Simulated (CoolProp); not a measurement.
Properties of octamethylcyclotetrasiloxane (D4) along the isobar 0.229 MPa.

The numbers come from the reference Helmholtz-energy equation of state, Thol 2015 in CoolProp.

```
T (K)   phase        Z  cp (kJ/(kg K))  cv (kJ/(kg K))  speed of sound (m/s)  expansivity (1/kK)  fugacity coefficient
-----  ------  -------  --------------  --------------  --------------------  ------------------  --------------------
463.6  liquid  0.02366           2.034           1.749                 423.3               1.998                0.5809
483.2  liquid  0.02367           2.090           1.795                 368.5               2.285                0.8624
502.7     gas   0.8815           1.843           1.790                 105.4               3.137                0.8940
522.3     gas   0.8992           1.879           1.831                 109.7               2.815                0.9082
541.8     gas   0.9135           1.916           1.871                 113.5               2.569                0.9200
561.4     gas   0.9253           1.952           1.909                 117.1               2.372                0.9300
580.9     gas   0.9350           1.987           1.946                 120.3               2.211                0.9385
600.5     gas   0.9433           2.021           1.982                 123.4               2.076                0.9459
620       gas   0.9503           2.053           2.016                 126.3               1.961                0.9522
```
